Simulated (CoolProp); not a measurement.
Vapour pressure (kPa) of propylene: the reference equation beside estimates from Tc = 364.2 K, pc = 4555 kPa, ω = 0.146. Clausius-Clapeyron is anchored at 282 K with a constant enthalpy of vaporisation of 15.30 kJ/mol.

Computed with CoolProp (reference Helmholtz-energy equation of state, Lemmon 2013).

| T (K) | reference | Lee-Kesler | Clausius-Clapeyron | Redlich-Kwong | Peng-Robinson |
|---|---|---|---|---|---|
| 282 | 754.1 | 756.8 | 754.1 | 883.7 | … |
| 286.1 | 844.1 | 847.1 | 828.0 | 982.5 | 842.8 |
| 290.1 | 939.3 | 942.6 | 904.8 | 1086 | 938.3 |
| 294.2 | 1045 | 1048 | 988.4 | … | 1044 |
| 298.3 | 1159 | 1162 | 1077 | 1321 | 1159 |
| 302.4 | 1282 | 1285 | 1171 | 1451 | 1282 |
| 306.4 | 1410 | 1414 | 1268 | … | … |
| 310.5 | 1552 | 1555 | 1373 | 1732 | 1554 |
| 314.6 | 1703 | 1706 | 1483 | 1887 | 1707 |

### Question
What belongs in the gaps?

### Answer

- 282, Peng-Robinson: 752.7
- 294.2, Redlich-Kwong: 1200
- 306.4, Redlich-Kwong: 1585
- 306.4, Peng-Robinson: 1412

Absolute difference from the reference over all 9 rows, mean and median: Lee-Kesler 0.3 and 0.3 %, Clausius-Clapeyron 6.8 and 7.1 %, Redlich-Kwong 14.0 and 14.0 %, Peng-Robinson 0.1 and 0.1 %.
